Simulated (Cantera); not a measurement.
Input (Python, Cantera):

```python
import numpy as np
import cantera as ct

gas = ct.Solution("gri30.yaml")
gas.TPX = 325, 400000, {'CH4': 1, 'H2': 0.25, 'O2': 1.6, 'N2': 8.24}
flame = ct.FreeFlame(gas, width=0.015)
flame.set_refine_criteria(ratio=3, slope=0.08, curve=0.16)
flame.transport_model = "mixture-averaged"
flame.solve(loglevel=0, auto=True)
z, T = flame.grid, flame.T
thick = (T[-1] - T[0]) / np.gradient(T, z).max()
show = ['CH4', 'H2', 'O2', 'C2H2', 'C2H4', 'O']
print(f"laminar burning velocity  {flame.velocity[0] * 100:.3f} cm/s")
print(f"burnt temperature         {T[-1]:.1f} K")
print(f"thermal thickness         {thick * 1e3:.4f} mm")
print(f"grid points               {len(z)}")
z0 = z[flame.heat_release_rate.argmax()]
print(f"{'z/mm':>9s}{'T/K':>9s}{'u/(m/s)':>9s}" + "".join(f"{s:>11s}" for s in show))
rows = []
for k in (-3, -2, -1.5, -1, -0.5, -0.25, 0, 0.25, 0.5, 1, 2, 4, 8):
    zz = z0 + k * thick
    rows.append([k * thick, np.interp(zz, z, T), np.interp(zz, z, flame.velocity),
                 *(np.interp(zz, z, flame.X[gas.species_index(s)]) for s in show)])
    print(f"{rows[-1][0] * 1e3:9.3f}{rows[-1][1]:9.1f}{rows[-1][2]:9.3f}" + "".join(f"{x:11.3e}" for x in rows[-1][3:]))
```

It prints:

```
laminar burning velocity  4.719 cm/s
burnt temperature         1797.7 K
thermal thickness         0.7498 mm
grid points               113
     z/mm      T/K  u/(m/s)        CH4         H2         O2       C2H2       C2H4          O
   -2.249    326.3    0.047  9.004e-02  2.317e-02  1.441e-01  6.097e-08  1.659e-07  2.402e-18
   -1.500    334.2    0.049  8.951e-02  2.409e-02  1.436e-01  6.612e-07  1.881e-06  6.321e-17
   -1.125    364.6    0.053  8.770e-02  2.524e-02  1.416e-01  4.299e-06  1.276e-05  1.075e-15
   -0.750    504.6    0.074  7.961e-02  2.714e-02  1.315e-01  3.209e-05  9.965e-05  1.291e-13
   -0.375    946.6    0.140  5.303e-02  2.957e-02  9.203e-02  1.858e-04  5.947e-04  1.695e-08
   -0.187   1297.9    0.194  3.043e-02  3.084e-02  5.549e-02  3.837e-04  1.138e-03  1.691e-06
    0.000   1613.8    0.242  1.081e-02  3.187e-02  2.030e-02  9.819e-04  1.050e-03  8.639e-06
    0.187   1750.0    0.262  4.247e-03  3.254e-02  5.375e-03  1.459e-03  2.861e-04  4.358e-06
    0.375   1786.7    0.268  2.948e-03  3.341e-02  1.788e-03  1.473e-03  8.811e-05  1.122e-06
    0.750   1802.7    0.270  2.393e-03  3.486e-02  3.927e-04  1.406e-03  2.397e-05  1.392e-07
    1.500   1806.2    0.270  2.027e-03  3.670e-02  5.191e-05  1.311e-03  1.087e-05  1.824e-08
    2.999   1805.0    0.270  1.628e-03  3.874e-02  3.017e-06  1.137e-03  7.422e-06  6.479e-09
    5.998   1802.2    0.270  1.176e-03  4.077e-02  1.914e-08  8.184e-04  4.736e-06  5.538e-09
```

Detailed kinetics in Cantera: GRI-Mech 3.0 (53 species, 325 reactions). Burning velocities carry a grid error of a few per cent, more on coarse grids.
